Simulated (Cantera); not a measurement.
Input: 1 mol Si, 0.22 mol O2, 1 mol N2, equilibrated at 1727 °C and 13.3 mbar.

Method: chemical equilibrium by Gibbs-energy minimisation in Cantera with the NASA 1993 tables (ideal gas, pure condensed phases). Candidate condensed phases: Si, SiO2, Si2N2O, Si3N4; 16 gas species. The tables' values for SiN are old estimates; treat these amounts as uncertain. Rates play no part.

Base state: N2 0.692, SiO 0.305, Si 0.00327, Si2N 0.000107, SiN 8.17e-5, Si2 3.39e-5 (mole fractions); condensed: Si(l).

**Question.** What changes in the equilibrium state with this change: pressure from 13.3 mbar to 0.520 bar?

**Answer.** 
```json
[
 {"species": "N2", "before": "0.692", "after": "0.993"},
 {"species": "SiO", "before": "0.305", "after": "0.00728"},
 {"species": "Si", "before": "0.00327", "after": "3.91e-5"},
 {"species": "Si2", "before": "3.39e-5", "after": "1.89e-7"},
 {"species": "Si2N", "before": "0.000107", "after": "4.47e-6"},
 {"species": "SiN", "before": "8.17e-5", "after": "7.30e-6"},
 {"species": "Si(l), mol", "before": "0.555", "after": "0"},
 {"species": "Si2N2O(s), mol", "before": "0", "after": "0.436"},
 {"species": "Si3N4(s), mol", "before": "0", "after": "0.0412"}
]
```
Mutual solubility and eutectic melting of coexisting phases are not modelled.
